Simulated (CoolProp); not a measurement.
Vapour-liquid equilibrium of ethane (1) + n-butane (2) at 0.319 bar; x and y are mole fractions of (1).

Computed with CoolProp (multi-fluid Helmholtz-energy mixture model, Bücker 2006 and Bücker 2006; pair parameters Kunz 2012).

Q: Give the bubble temperature and the first vapour's composition at x = 0.05, 0.15, 0.85. Is there an azeotrope?

A: x = 0.05: -51.8 °C, y = 0.744; x = 0.15: -74.2 °C, y = 0.951; x = 0.85: -105.2 °C, y = 1.000. No azeotrope shows between x = 0.05 and 0.95.

The pair parameters rest on a limited set of measurements; away from them the model extrapolates. The gap from Raoult's law changes sign with composition, which may be real or a fault of the pair parameters; it wasn't checked against measurements.
